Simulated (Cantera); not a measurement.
**Titanium nitride, carbide and oxide coatings: TiCl4 + C3H8**

Input: 1 mol TiCl4, 0.56 mol C3H8, held at 1225 K and 0.450 bar.

Equilibrium computed with Cantera from the NASA thermochemical tables; the gas is ideal and each condensed phase is pure. Candidate condensed phases: C, C6H6, C7H8, C8H18, Ti, TiC, TiCl2, TiCl3, TiCl4; 96 gas species. TiC: taken at fixed stoichiometry. The numbers say what is thermodynamically allowed, not how fast it happens.

| Property | Result |
|---|---|
| x(H2) | 0.522 |
| x(HCl) | 0.240 |
| x(TiCl4) | 0.205 |
| x(TiCl3) | 0.0307 |
| x(CH4) | 0.00161 |
| x(TiCl2) | 2.22e-6 |
| n(C(graphite)) | 1.49 mol |
| n(TiC(s)) | 0.182 mol |
| gas amount | 3.470 mol |
| log10 activity of TiCl4(l) (absent) | -3.09 |
| log10 activity of Ti(β) (absent) | -7.25 |
